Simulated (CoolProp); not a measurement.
Computed with CoolProp (reference Helmholtz-energy equation of state, de Reuck 1993).

**Question.** Give the vapour pressure (kPa), vapour density (kg/m³), surface tension (mN/m), liquid viscosity (µPa s) of saturated methanol at 316.7 K.

**Answer.** 
```csv
T (K),p (kPa),vapour density (kg/m³),surface tension (mN/m),liquid viscosity (µPa s)
316.7,41.8,0.528,20.6,421
```

Viscosity comes from a separate model (Xiang 2006). Surface tension comes from a separate correlation (Mulero 2012).
